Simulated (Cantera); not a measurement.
**Chemical vapour transport: Al2O3 + HCl**

Feed: 1 mol Al2O3, 3 mol HCl, at 1 atm.

Method: chemical equilibrium by Gibbs-energy minimisation in Cantera with the NASA 1993 tables (ideal gas, pure condensed phases). Candidate condensed phases: Al, AlCl3, Al2O3, H2O; 29 gas species. Condensed phases not in the tables: AlOCl. The numbers say what is thermodynamically allowed, not how fast it happens.

| T (°C) | x HCl | x H2O | x AlCl3 | x Cl | x H2 | x Cl2 | x H | n Al2O3(s) |
|---|---|---|---|---|---|---|---|---|
| 550 | 1.000 | 9.91e-5 | 6.60e-5 | 1.07e-8 | 4.79e-7 | 4.73e-7 | <1e-12 | 1.000 |
| 600 | 1.000 | 0.000170 | 0.000114 | 4.48e-8 | 1.06e-6 | 1.03e-6 | <1e-12 | 1.000 |
| 650 | 1.000 | 0.000276 | 0.000184 | 1.60e-7 | 2.15e-6 | 2.07e-6 | <1e-12 | 1.000 |
| 700 | 0.999 | 0.000424 | 0.000282 | 5.00e-7 | 4.09e-6 | 3.84e-6 | 2.17e-12 | 1.000 |
| 750 | 0.999 | 0.000623 | 0.000416 | 1.40e-6 | 7.37e-6 | 6.67e-6 | 1.12e-11 | 0.999 |
| 800 | 0.999 | 0.000883 | 0.000589 | 3.53e-6 | 1.27e-5 | 1.09e-5 | 4.96e-11 | 0.999 |
| 850 | 0.998 | 0.00121 | 0.000807 | 8.19e-6 | 2.10e-5 | 1.69e-5 | 1.94e-10 | 0.999 |
| 900 | 0.997 | 0.00161 | 0.00108 | 1.76e-5 | 3.37e-5 | 2.50e-5 | 6.80e-10 | 0.998 |
| 950 | 0.996 | 0.00210 | 0.00140 | 3.53e-5 | 5.28e-5 | 3.52e-5 | 2.17e-9 | 0.998 |
| 1000 | 0.995 | 0.00267 | 0.00178 | 6.66e-5 | 8.10e-5 | 4.77e-5 | 6.38e-9 | 0.997 |
| 1050 | 0.994 | 0.00333 | 0.00222 | 0.000119 | 0.000122 | 6.23e-5 | 1.74e-8 | 0.997 |
| 1100 | 0.993 | 0.00408 | 0.00272 | 0.000203 | 0.000180 | 7.88e-5 | 4.44e-8 | 0.996 |
| 1150 | 0.991 | 0.00493 | 0.00328 | 0.000331 | 0.000262 | 9.68e-5 | 1.07e-7 | 0.995 |
x: gas mole fraction; n: condensed amount in mol.

From 550 °C to 1150 °C the condensed part is Al2O3(s). The main Al-bearing gas is AlCl3 throughout.
